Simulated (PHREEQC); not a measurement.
Consider water at 25 °C with 2.6 mmol/kgw HF, 0.52 mmol/kgw (CH3)4NF and 84 mmol/kgw HCl. Closed to the air; pH follows from the charge balance.

Equilibrium calculation in PHREEQC: ion-association model, wateq4f.dat.

```json
{
  "pH": "1.16",
  "ionic_strength": "0.0840 mol/kgw",
  "total_alkalinity": "-86.6 meq/kg"
}
```

```tsv
species	molality	activity	log γ
Cl-	0.0840	0.0653	-0.110
H+	0.0835	0.0695	-0.080
HF	0.00303	0.00309	0.008
(CH3)4N+	0.000520	0.000406	-0.107
F-	3.83e-5	2.96e-5	-0.111
H2F2	2.44e-5	2.49e-5	0.008
```

No solid was allowed to form. Complexes and solids missing from the database can't appear. (CH3)4N+ isn't in the database: it is added as a free cation with an ion size of 4 Å.
